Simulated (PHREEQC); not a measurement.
A column of 0.5 m (40 cells, dispersivity 0.025 m, 60 s a shift, diffusion coefficient 3e-10 m²/s) holds 0.0012 eq of the database's cation exchanger X per kg of pore water, first in equilibrium with 0.014 mol KCl, 0.0024 mol CaCl2 and 1e-05 mol HCl per kg of water. It is flushed with 0.00076 mol (NH4)2SO4 and 1e-05 mol HCl per kg of water, at 15 °C. Values are for the last cell. The system is closed to CO2. Precipitation was switched off in this run.

Base run: PHREEQC, ion-association model, phreeqc.dat. Each further column changes one thing. The table gives NH4 in solution (mol/kgw).

```tsv
pore volumes	base	exchange capacity from 0.0012 to 0.0006 eq/kgw	dispersivity from 0.025 to 0.05 m
0	0	0	0
0.2625	1.92e-9	?	7.93e-7
0.6375	0.000112	0.000127	?
0.8875	0.000487	0.000551	0.000612
1.262	0.000934	0.00108	?
1.512	0.00105	0.00122	0.00112
1.887	0.00120	0.00132	0.00121
2.138	0.00129	0.00138	0.00125
2.513	0.00138	0.00143	0.00132
2.763	0.00142	0.00145	0.00136
3.138	0.00144	0.00147	0.00140
3.388	0.00145	0.00147	0.00142
3.763	0.00146	0.00148	0.00144
4.013	0.00146	0.00148	0.00145
```

Question: What belongs in the gaps?

Answer: 
- 0.2625, exchange capacity from 0.0012 to 0.0006 eq/kgw: 2.56e-9
- 0.6375, dispersivity from 0.025 to 0.05 m: 0.000250
- 1.262, dispersivity from 0.025 to 0.05 m: 0.000995
